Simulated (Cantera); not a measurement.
What does this Cantera script print?

```python
import numpy as np
import cantera as ct

gas = ct.Solution("gri30.yaml")
gas.TPX = 975, 20000, {'CO': 0.0082, 'O2': 0.0035, 'H2O': 0.0079, 'N2': 1}
inlet = ct.Reservoir(gas, clone=True)

reactor = ct.IdealGasConstPressureReactor(gas, energy="off", clone=False)
exhaust = ct.Reservoir(gas, clone=True)
tau = [1.8, 0.38, 0.078, 0.016, 0.0033, 0.00068, 0.00014][0]
for a, b in ((inlet, reactor), (reactor, exhaust)):
    ct.MassFlowController(a, b, mdot=lambda t: reactor.mass / tau)
net = ct.ReactorNet([reactor])
show = ['CO', 'O2', 'H2O', 'N2O', 'NO']

rows = []
print(f"{'tau/s':>10s}{'T/K':>9s}" + "".join(f"{s:>11s}" for s in show))
for tau in [1.8, 0.38, 0.078, 0.016, 0.0033, 0.00068, 0.00014]:
    net.initial_time = 0.0
    net.advance(30 * tau)
    before = gas.X
    net.advance(40 * tau)
    drift = np.max(np.abs(gas.X - before) / (gas.X + 1e-9))
    rows.append([gas.T, *gas[show].X, drift])
    print(f"{tau:10.3e}{gas.T:9.1f}" + "".join(f"{x:11.3e}" for x in gas[show].X))
```

Output:

```
     tau/s      T/K         CO         O2        H2O        N2O         NO
 1.800e+00    975.0  1.139e-03  1.834e-04  7.346e-03  4.537e-09  1.393e-07
 3.800e-01    975.0  2.390e-03  7.532e-04  7.423e-03  1.104e-08  1.105e-07
 7.800e-02    975.0  5.168e-03  2.079e-03  7.498e-03  1.499e-08  4.284e-08
 1.600e-02    975.0  7.780e-03  3.300e-03  7.703e-03  3.305e-09  9.062e-10
 3.300e-03    975.0  8.042e-03  3.433e-03  7.748e-03  1.821e-16  2.181e-22
 6.800e-04    975.0  8.042e-03  3.433e-03  7.748e-03  7.228e-18  7.309e-24
 1.400e-04    975.0  8.042e-03  3.433e-03  7.748e-03  3.136e-19  2.435e-25
```

Model: GRI-Mech 3.0 (53 species, 325 reactions), integrated in Cantera.
